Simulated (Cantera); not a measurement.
Feed: 1 mol B₂O₃, 5.4 mol O₂, a varied amount of H₂, 1 mol N₂, at 1400 K and 37000 Pa.

Equilibrium computed with Cantera from the NASA thermochemical tables; the gas is ideal and each condensed phase is pure. Candidate condensed phases: B, BN, B₂O₃, B₃O₃H₃, H₂O; 39 gas species. Gases not in the tables: H₃BO₃. Kinetics and transport are ignored.

x: gas mole fraction; n: condensed amount in mol.

| n(H₂) (mol) | x H₂O | x H₂ | x O₂ | x N₂ | x HBO₂ | x (HBO₂)₃ | x NO | n B₂O₃(l) |
|---|---|---|---|---|---|---|---|---|
| 3.5 | 0.421 | 4.68e-7 | 0.446 | 0.122 | 0.00997 | 0.00101 | … | 0.947 |
| 4.3 | 0.493 | 5.96e-7 | 0.378 | 0.116 | 0.0108 | 0.00128 | … | 0.937 |
| 5.3 | 0.574 | 7.76e-7 | 0.302 | 0.110 | 0.0116 | 0.00161 | … | 0.925 |
| 6.5 | 0.661 | 1.04e-6 | 0.221 | 0.103 | 0.0125 | 0.00198 | … | 0.910 |
| 8 | 0.755 | 1.53e-6 | 0.134 | 0.0955 | 0.0133 | 0.00242 | … | 0.892 |
| 9.9 | 0.856 | 3.20e-6 | 0.0394 | 0.0876 | 0.0142 | 0.00292 | … | 0.869 |
| 12 | 0.815 | 0.0918 | 4.35e-11 | 0.0765 | 0.0139 | 0.00272 | … | 0.856 |
| 15 | 0.662 | 0.261 | 3.55e-12 | 0.0622 | 0.0125 | 0.00199 | … | 0.851 |
| 19 | 0.530 | 0.408 | <1e-12 | 0.0498 | 0.0112 | 0.00142 | … | 0.845 |
| 23 | 0.441 | 0.506 | <1e-12 | 0.0415 | 0.0102 | 0.00108 | … | 0.838 |
| 28 | 0.365 | 0.591 | <1e-12 | 0.0343 | 0.00928 | 0.000814 | … | 0.829 |
| 35 | 0.294 | 0.670 | <1e-12 | 0.0277 | 0.00833 | 0.000588 | … | 0.817 |
| 43 | 0.240 | 0.729 | <1e-12 | 0.0226 | 0.00753 | 0.000434 | … | 0.805 |

Question: Fill in the missing entries.

Answer: 
- 3.5, x NO: 0.000415
- 4.3, x NO: 0.000373
- 5.3, x NO: 0.000324
- 6.5, x NO: 0.000269
- 8, x NO: 0.000201
- 9.9, x NO: 0.000105
- 12, x NO: 3.25e-9
- 15, x NO: 8.37e-10
- 19, x NO: 3.83e-10
- 23, x NO: 2.35e-10
- 28, x NO: 1.52e-10
- 35, x NO: 9.66e-11
- 43, x NO: 6.56e-11
